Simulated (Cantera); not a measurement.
Input: 1 mol (CH3)2SiCl2, 0.037 mol HCl, 400 mol H2, at 28.5 Torr.

Cantera equilibrium calculation (NASA polynomials, part measured and part estimated; ideal gas, pure solids and liquids). Candidate condensed phases: C, C6H6, C7H8, C8H18, Si, SiC; 109 gas species. The feed counts by its element totals alone. Equilibrium is a limit: real reactors are often held back by kinetics, nucleation or transport. All values below are at 1475 °C.

Base state: H2 0.994, HCl 0.00503, H 0.00117, C2H2 (acetylene) 0.000112, CH4 3.45e-5 (mole fractions); condensed: C(graphite) + SiC(s).

**Question.** What changes in the equilibrium state with this change: (CH3)2SiCl2 replaced by Si(CH3)4?

**Answer.** 
```
species             before     after
----------------  --------  --------
H2                   0.994     0.999
H                  0.00117   0.00117
C2H2 (acetylene)  0.000112  0.000113
HCl                0.00503   9.10e-5
CH4                3.45e-5   3.48e-5
C(graphite), mol     0.896      2.89
SiC(s), mol          0.999     0.999
```
